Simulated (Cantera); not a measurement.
Charge: 1 mol Al, 4.3 mol Cl2, 21 mol H2, at 1498 K and 0.0170 bar.

Cantera equilibrium calculation (NASA polynomials, part measured and part estimated; ideal gas, pure solids and liquids). Candidate condensed phases: Al, AlCl3; 12 gas species. The tables' values for AlCl2 are old estimates; treat these amounts as uncertain. Rates play no part.

Base state: H2 0.730, HCl 0.230, AlCl3 0.0370, AlCl2 0.00222, AlCl 0.00105, H 0.000113, Cl 2.86e-5 (mole fractions); condensed: gas only.

Problem. What changes in the equilibrium state with this change: temperature from 1498 K to 798.15 K?

Solution. 
| species | before | after |
|---|---|---|
| H2 | 0.730 | 0.734 |
| HCl | 0.230 | 0.226 |
| AlCl3 | 0.0370 | 0.0401 |
| AlCl2 | 0.00222 | 1.26e-9 |
| AlCl | 0.00105 | <1e-9 |
| H | 0.000113 | <1e-9 |
| Cl | 2.86e-5 | <1e-9 |
| Al2Cl6 | 2.68e-8 | 9.53e-5 |
